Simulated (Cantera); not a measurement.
A diamond (100) surface in a fixed gas of H2 with x(CH4) = 0.0077, x(H) = 0.0064, x(CH3) = 5.2e-05, 128 Torr; coverages are run to steady state.

Cantera simulation using the Harris–Goodwin 1993 mechanism for the reconstructed diamond (100) surface; the numbers are that mechanism's predictions, not measurements.

θ: site fractions in the mechanism's names (c6HH fully hydrogenated, c6H* and c6*H radical sites, c6** diradical, c6HM methylated).

```
T (K)  growth (µm/h)  θ c6HH  θ c6H*  θ c6*H   θ c6**    θ c6HM
-----  -------------  ------  ------  ------  -------  --------
950             3.64   0.639  0.0142   0.333  0.00666   0.00544
1025            5.12   0.572  0.0207   0.391   0.0115   0.00391
1100            6.42       ?       ?       ?        ?         ?
1175            6.53       ?       ?   0.478        ?         ?
1250            4.89   0.410  0.0438   0.508   0.0364  0.000709
1325            3.25   0.371  0.0518   0.529   0.0475  0.000228
1400            2.63   0.338  0.0595   0.543   0.0592   6.48e-5
```

Problem. Fill in the missing entries.

Solution. 
- 1100, θ c6HH: 0.510
- 1100, θ c6H*: 0.0280
- 1100, θ c6*H: 0.439
- 1100, θ c6**: 0.0181
- 1100, θ c6HM: 0.00273
- 1175, θ c6HH: 0.457
- 1175, θ c6H*: 0.0358
- 1175, θ c6**: 0.0265
- 1175, θ c6HM: 0.00164
